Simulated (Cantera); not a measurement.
**Thermodynamics of silicon nitride deposition, feed SiF4 + NH3**

Charge: 1 mol SiF4, 2.1 mol NH3, equilibrated at 1125 K.

Cantera equilibrium calculation (NASA polynomials, part measured and part estimated; ideal gas, pure solids and liquids). Candidate condensed phases: Si, Si3N4; 37 gas species. The tables' values for SiF3, SiF2 are old estimates; treat these amounts as uncertain. Equilibrium is a limit: real reactors are often held back by kinetics, nucleation or transport.

| P (Pa) | x H2 | x N2 | x SiF4 | x HF | x SiF3 | x SiHF3 | n Si3N4(s) |
|---|---|---|---|---|---|---|---|
| 5 | 0.603 | 0.202 | 0.189 | 0.00316 | 0.00259 | 0.000479 | 0 |
| 36 | 0.604 | 0.202 | 0.190 | 0.00250 | 0.00123 | 0.000611 | 0.000275 |
| 260 | 0.604 | 0.202 | 0.191 | 0.00212 | 0.000541 | 0.000722 | 0.000369 |
| 1900 | 0.604 | 0.202 | 0.191 | 0.00180 | 0.000236 | 0.000853 | 0.000305 |
| 14000 | 0.604 | 0.202 | 0.191 | 0.00152 | 0.000103 | 0.00101 | 0.000176 |
| 100000 | 0.604 | 0.202 | 0.191 | 0.00129 | 4.53e-5 | 0.00119 | 0 |
x: gas mole fraction; n: condensed amount in mol.

At 5.00 Pa nothing is condensed. From 36.0 Pa to 0.140 bar the condensed part is Si3N4(s). At 1.00 bar nothing is condensed. The main Si-bearing gas is SiF4 throughout.
